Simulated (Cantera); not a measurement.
A closed system holds: 1 mol Ni, 1.1 mol H₂S, 140 mol N₂, 4.1 mol NH₃, at 1377 °C.

Cantera equilibrium calculation (NASA polynomials, part measured and part estimated; ideal gas, pure solids and liquids). Candidate condensed phases: Ni, NiS, NiS₂, Ni₃S₂, Ni₃S₄, S; 17 gas species. Metal and sulfide melt together well below either melting point, which pure phases cannot show. Mutual solubility and eutectic melting of coexisting phases are not modelled. The numbers say what is thermodynamically allowed, not how fast it happens.

Problem. Which condensed phases are stable at each of these points (P (Pa)): 10, 48, 230, 1100, 5500, 26000, 130000, 620000, 3000000?

Solution. 
| P (Pa) | condensed phases | Ni condensed (%) |
|---|---|---|
| 10 | gas only | 0.0 |
| 48 | Ni(s) | 62.5 |
| 230 | Ni(s) | 91.4 |
| 1100 | Ni(s) | 97.8 |
| 5500 | Ni(s) + Ni₃S₂(l) | 99.5 |
| 26000 | Ni₃S₂(l) | 99.9 |
| 130000 | Ni₃S₂(l) | 100.0 |
| 620000 | Ni₃S₂(l) | 100.0 |
| 3000000 | Ni₃S₂(l) | 100.0 |

At 10.0 Pa nothing is condensed. From 48.0 Pa to 1100 Pa the condensed part is Ni(s). At 5500 Pa the condensed part is Ni(s) + Ni₃S₂(l). From 26000 Pa to 3000000 Pa the condensed part is Ni₃S₂(l).
